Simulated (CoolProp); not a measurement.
A closed Brayton cycle with nitrogen: compressor inlet 324.15 K and 4.4 MPa, high pressure 14.8 MPa, turbine inlet 645 K, compressor efficiency 0.89, turbine efficiency 0.93, recuperator effectiveness 0 (on enthalpy, no pinch check). Each further row changes one setting.

Model: reference Helmholtz-energy equation of state, Span 2000, in CoolProp.

| case | thermal efficiency (%) | net work (kJ/kg) | compressor to turbine work | compressor exit (K) | turbine exit (K) |
|---|---|---|---|---|---|
| as stated | 15.0 | 28.1 | 0.85 | 476.9 | 471.7 |
| turbine inlet 595 K | 9.9 | 13.0 | 0.93 | 476.9 | 433.8 |
| compressor inlet 334.15 K | 13.4 | 22.9 | 0.88 | 491.3 | 471.7 |
| high pressure 12.6 MPa | 14.8 | 31.5 | 0.81 | 453.5 | 491.8 |
| recuperator effectiveness 0.5 | 15.0 | 28.1 | 0.85 | 476.9 | 471.7 |
